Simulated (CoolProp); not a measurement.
1-butene along the isotherm 456.5 K: density (kg/m³) from the reference equation and from simpler models built on Tc = 419.3 K, pc = 4.006 MPa, ω = 0.192; each cubic takes its own stable root.

The numbers come from the reference Helmholtz-energy equation of state, Lemmon 2005 in CoolProp. It is a short technical equation, of lower accuracy than the large ones.

```json
[
 {"p (MPa)": "0.019", "phase": "gas", "reference": "0.2812"},
 {"p (MPa)": "0.0307", "phase": "gas", "reference": "0.4547"},
 {"p (MPa)": "0.0496", "phase": "gas", "reference": "0.7356"},
 {"p (MPa)": "0.0801", "phase": "gas", "reference": "1.190"},
 {"p (MPa)": "0.129", "phase": "gas", "reference": "1.923"},
 {"p (MPa)": "0.209", "phase": "gas", "reference": "3.133"},
 {"p (MPa)": "0.338", "phase": "gas", "reference": "5.111"},
 {"p (MPa)": "0.546", "phase": "gas", "reference": "8.378"},
 {"p (MPa)": "0.882", "phase": "gas", "reference": "13.87"},
 {"p (MPa)": "1.42", "phase": "gas", "reference": "23.30"},
 {"p (MPa)": "2.3", "phase": "gas", "reference": "40.84"},
 {"p (MPa)": "3.72", "phase": "gas", "reference": "77.88"},
 {"p (MPa)": "6.01", "phase": "supercritical", "reference": "195.8"}
]
```

Problem. How far does each simpler model (ideal gas, Redlich-Kwong, Peng-Robinson) lie from the reference over these 13 states: mean and median of the absolute difference, and the worst?

Solution. 
- ideal gas: mean 9.7 %, median 2.3 %, worst -54.6 % at 456.5 K and 6.01 MPa
- Redlich-Kwong: mean 0.1 %, median 0.0 %, worst +0.6 % at 456.5 K and 6.01 MPa
- Peng-Robinson: mean 0.7 %, median 0.3 %, worst -2.7 % at 456.5 K and 6.01 MPa
